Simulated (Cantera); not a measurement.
Feed: 1 mol Si2Cl6, 2.8 mol HCl, 45 mol H2, equilibrated at 1473.15 K.

These are equilibrium values from Cantera (NASA tables, ideal gas, pure condensed phases), not measurements of a reactor. Candidate condensed phases: Si; 19 gas species. The feed counts by its element totals alone. The tables' values for SiCl3, SiCl are old estimates; treat these amounts as uncertain. Kinetics and transport are ignored.

log p: log10 of the partial pressure in bar; n: condensed amount in mol.

| P (Pa) | log p H2 | log p HCl | log p SiCl2 | log p SiHCl3 | log p SiCl4 | log p SiCl3 | n Si(s) |
|---|---|---|---|---|---|---|---|
| 100 | -3.06 | -4.00 | -4.44 | -7.99 | -7.90 | -6.44 | 0.142 |
| 260 | -2.65 | -3.59 | -4.03 | -7.16 | -7.08 | -5.82 | 0.141 |
| 670 | -2.24 | -3.18 | -3.62 | -6.35 | -6.26 | -5.21 | 0.139 |
| 1700 | -1.83 | -2.78 | -3.23 | -5.55 | -5.47 | -4.62 | 0.137 |
| 4500 | -1.41 | -2.36 | -2.82 | -4.73 | -4.66 | -4.01 | 0.133 |
| 12000 | -0.98 | -1.95 | -2.42 | -3.92 | -3.86 | -3.41 | 0.126 |
| 30000 | -0.58 | -1.58 | -2.07 | -3.19 | -3.16 | -2.88 | (withheld) |
| 77000 | -0.17 | -1.20 | -1.74 | -2.49 | -2.50 | -2.39 | (withheld) |
| 200000 | 0.25 | -0.84 | -1.44 | -1.83 | -1.89 | -1.93 | (withheld) |

Question: What belongs in the gaps?

Answer: 
- 30000, n Si(s): 0.115
- 77000, n Si(s): 0.0899
- 200000, n Si(s): 0.0387
